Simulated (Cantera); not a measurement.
Input: 1 mol CH₃Cl, 0.027 mol F₂, 1.3 mol H₂, at 700 °C and 0.110 bar.

Equilibrium computed with Cantera from the NASA thermochemical tables; the gas is ideal and each condensed phase is pure. Candidate condensed phases: C, C₆H₆, C₇H₈, C₈H₁₈; 118 gas species. Equilibrium is a limit: real reactors are often held back by kinetics, nucleation or transport.

Base state: H₂ 0.675, HCl 0.303, HF 0.0163, CH₄ 0.00644 (mole fractions); condensed: C(graphite).

Problem. What changes in the equilibrium state with this change: pressure from 0.110 bar to 0.000100 bar?

Solution. 
```json
[
 {"species": "H₂", "before": "0.675", "after": "0.683"},
 {"species": "HCl", "before": "0.303", "after": "0.301"},
 {"species": "HF", "before": "0.0163", "after": "0.0162"},
 {"species": "CH₄", "before": "0.00644", "after": "6.00e-6"},
 {"species": "C(graphite), mol", "before": "0.979", "after": "1.000"}
]
```
